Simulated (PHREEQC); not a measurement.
Make-up at 20 °C: 110 mmol/kgw H3PO4, 15 mmol/kgw H2SO4 and 0.57 mmol/kgw H4SiO4. Closed to the air; pH follows from the charge balance.

The numbers come from PHREEQC with the ion-association model, wateq4f.dat.

This is a speciation only: nothing precipitates in the calculation.

Predict the pH, ionic strength.

pH 1.45; ionic strength 0.0473 mol/kgw.

In which forms is P present?

H3PO4 80 %, H2PO4- 20 % of the P.

Saturation is exceeded, for instance for Quartz (slow to form), Chalcedony (slow to form); the values hold only as long as no solid forms. H3PO4, which wateq4f.dat lacks, is added to it with the constant of phreeqc.dat.
